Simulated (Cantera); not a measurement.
An adiabatic, constant-pressure homogeneous reactor starts with CH4 : O2 : N2 = 1 : 1.43 : 15.7 (molar parts), equivalence ratio 1.4, at 1450 K and 28.0 bar. Integrator tolerance rtol = 1e-08.

Model: GRI-Mech 3.0 (53 species, 325 reactions), integrated in Cantera. The pressure lies above the range GRI-Mech 3.0 was tuned for (to about 10 atm).

Question: What does this change do: N2 15.7 to 4.9 parts?

Answer: 
| quantity | before | after |
|---|---|---|
| time of steepest temperature rise | 0.415 ms | 0.122 ms |
| temperature at 10.0 s | 2169 K | 2921 K |
| equilibrium temperature | 2169 K | 2921 K |
| x(CH4) at 10.0 s | 1.03e-10 (gas-phase equilibrium 1.14e-10) | 5.51e-11 (gas-phase equilibrium 6.28e-11) |
| x(O2) at 10.0 s | 2.80e-7 (gas-phase equilibrium 2.80e-7) | 0.000425 (gas-phase equilibrium 0.000425) |
| x(C2H2) at 10.0 s | <1e-12 (gas-phase equilibrium <1e-12) | <1e-12 (gas-phase equilibrium <1e-12) |
| x(H) at 10.0 s | 0.000147 (gas-phase equilibrium 0.000147) | 0.00568 (gas-phase equilibrium 0.00568) |
| x(CO2) at 10.0 s | 0.0195 (gas-phase equilibrium 0.0195) | 0.0384 (gas-phase equilibrium 0.0384) |
| x(NO) at 10.0 s | 1.41e-5 (gas-phase equilibrium 1.41e-5) | 0.00172 (gas-phase equilibrium 0.00172) |
